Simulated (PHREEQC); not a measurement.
Consider water at 20 °C with 61 mmol/kgw K2HPO4. Closed to the air; pH follows from the charge balance.

Computed with PHREEQC (ion-association model, wateq4f.dat).

The ionic strength comes out as 0.175 mol/kgw. What activity coefficients do H2PO4-, PO4-3, KHPO4-, K+, HPO4-2 get?

H2PO4- 0.76, PO4-3 0.074, KHPO4- 0.76, K+ 0.72, HPO4-2 0.31.

Precipitation was switched off in this run. H3PO4, which wateq4f.dat lacks, is added to it with the constant of phreeqc.dat.
